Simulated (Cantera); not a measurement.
Input: 1 mol PbO, 950 mol H₂, 8.2 mol H₂O, equilibrated at 873.15 K and 420 Pa.

Cantera equilibrium calculation (NASA polynomials, part measured and part estimated; ideal gas, pure solids and liquids). Candidate condensed phases: H₂O, Pb, PbO, PbO₂, Pb₃O₄; 12 gas species. Equilibrium is a limit: real reactors are often held back by kinetics, nucleation or transport.

Base state: H₂ 0.990, H₂O 0.00960, Pb 0.000152 (mole fractions); condensed: Pb(l).

Task: What changes in the equilibrium state with this change: PbO replaced by Fe₃O₄?

Result: 
```csv
species,before,after
H₂,0.990,0.987
H₂O,0.00960,0.0127
Pb,0.000152,0
"Pb(l), mol",0.854,0
"Fe(α), mol",0,3.00
```
Further candidate phases: Fe, FeO, Fe(OH)₂, Fe(OH)₃, Fe₂O₃, Fe₃O₄.
